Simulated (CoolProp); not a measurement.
Computed with CoolProp (reference Helmholtz-energy equation of state, Lemmon 2006). It is a short technical equation, of lower accuracy than the large ones.

Problem. For hydrogen sulfide, give the phase and the Z, cp (kJ/(kg K)), isothermal compressibility (1/MPa), fugacity coefficient at 420.4 K and 7500 kPa; 420.4 K and 13100 kPa; 420.4 K and 18700 kPa.

Solution. 
- 420.4 K and 7500 kPa: gas; Z 0.783, cp 1.61, isothermal compressibility 0.177, fugacity coefficient 0.817
- 420.4 K and 13100 kPa: supercritical; Z 0.569, cp 3.21, isothermal compressibility 0.147, fugacity coefficient 0.687
- 420.4 K and 18700 kPa: supercritical; Z 0.440, cp 3.72, isothermal compressibility 0.0606, fugacity coefficient 0.573
